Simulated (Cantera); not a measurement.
Cantera run:

```python
import numpy as np
import cantera as ct

gas_names = """
    Fe FeO N NO NO2 NO3 N2 N2O O O2 O3 S SN SO SO2 SO3 S2 S2O S8
""".split()
cond_names = """
    Fe(a) Fe(c) Fe(d) Fe(L) FeO(s) FeO(L) FeS(a) FeS(b) FeS(c) FeS(L) FeSO4(s) FeS2(s) Fe2O3(s)
    Fe2S3O12(s) Fe3O4(s) S(cr1) S(cr2) S(L)
""".split()


# ... load() reads the species with a 1 bar reference pressure and builds the phases ...
atoms = {
    'Fe': {'Fe': 1},
    'SO2': {'S': 1, 'O': 2},
    'N2': {'N': 2},
}
top_T = {'FeSO4(s)': 950, 'FeS2(s)': 1010, 'Fe2O3(s)': 1830, 'Fe2S3O12(s)': 1100, 'Fe3O4(s)': 1870}  # K; cautious upper limits of use, not melting points


# ... equilibrate(T, P, feed) seeds the gas with the atoms and calls Mixture.equilibrate('TP', solver="vcs", rtol=1e-11, max_steps=5000) ...
results = []
feed = {'Fe': 1, 'SO2': 2.1, 'N2': 14}  # mol
P = 8900  # Pa
for T in [1225, 1275, 1325, 1375, 1425, 1475, 1525, 1575, 1625, 1675, 1725, 1775]:
    mix = equilibrate(T, P, feed)
    results.append((T, P, feed, dict(zip(mix.species_names, mix.species_moles))))
    x = sorted(zip(gas.X, gas.species_names), reverse=True)
    print(f"T = {T:g} K  P = {P:g} Pa  gas = {mix.phase_moles(0):.4g} mol")
    print("   x: " + "  ".join(f"{s} {v:.3e}" for v, s in x if v > 0.001))
    print("   condensed (mol): " + ("  ".join(f"{mix.phase(i).name} {mix.phase_moles(i):.4g}"
          for i in range(1, mix.n_phases) if mix.phase_moles(i) > 1e-12) or "none"))
```

Result:

```
T = 1225 K  P = 8900 Pa  gas = 15.75 mol
   x: N2 8.891e-01  SO2 9.570e-02  S2 1.463e-02
   condensed (mol): FeS(c) 0.1172  Fe3O4(s) 0.2943
T = 1275 K  P = 8900 Pa  gas = 15.85 mol
   x: N2 8.833e-01  SO2 1.006e-01  S2 1.539e-02
   condensed (mol): FeO(s) 1
T = 1325 K  P = 8900 Pa  gas = 15.85 mol
   x: N2 8.833e-01  SO2 1.005e-01  S2 1.536e-02
   condensed (mol): FeO(s) 1
T = 1375 K  P = 8900 Pa  gas = 15.85 mol
   x: N2 8.832e-01  SO2 1.004e-01  S2 1.530e-02
   condensed (mol): FeO(s) 1
T = 1425 K  P = 8900 Pa  gas = 15.85 mol
   x: N2 8.831e-01  SO2 1.002e-01  S2 1.522e-02  SO 1.049e-03
   condensed (mol): FeO(s) 1
T = 1475 K  P = 8900 Pa  gas = 15.85 mol
   x: N2 8.830e-01  SO2 9.999e-02  S2 1.511e-02  SO 1.479e-03
   condensed (mol): FeO(s) 1
T = 1525 K  P = 8900 Pa  gas = 15.86 mol
   x: N2 8.829e-01  SO2 9.970e-02  S2 1.497e-02  SO 2.038e-03
   condensed (mol): FeO(s) 1
T = 1575 K  P = 8900 Pa  gas = 15.86 mol
   x: N2 8.827e-01  SO2 9.933e-02  S2 1.479e-02  SO 2.747e-03
   condensed (mol): FeO(s) 1
T = 1625 K  P = 8900 Pa  gas = 15.86 mol
   x: N2 8.825e-01  SO2 9.887e-02  S2 1.456e-02  SO 3.630e-03
   condensed (mol): FeO(s) 1
T = 1675 K  P = 8900 Pa  gas = 15.87 mol
   x: N2 8.823e-01  SO2 9.831e-02  S2 1.427e-02  SO 4.707e-03
   condensed (mol): FeO(L) 0.9999
T = 1725 K  P = 8900 Pa  gas = 15.87 mol
   x: N2 8.819e-01  SO2 9.763e-02  S2 1.392e-02  SO 5.999e-03
   condensed (mol): FeO(L) 0.9998
T = 1775 K  P = 8900 Pa  gas = 15.88 mol
   x: N2 8.816e-01  SO2 9.684e-02  S2 1.350e-02  SO 7.521e-03
   condensed (mol): FeO(L) 0.9996
```

Cantera equilibrium calculation (NASA polynomials, part measured and part estimated; ideal gas, pure solids and liquids). Mutual solubility and eutectic melting of coexisting phases are not modelled. The tables' stoichiometric FeO is somewhat more stable than real wüstite, so its field is too wide. FeO, FeS: taken at fixed stoichiometry. Gases not in the tables: S3 to S7.
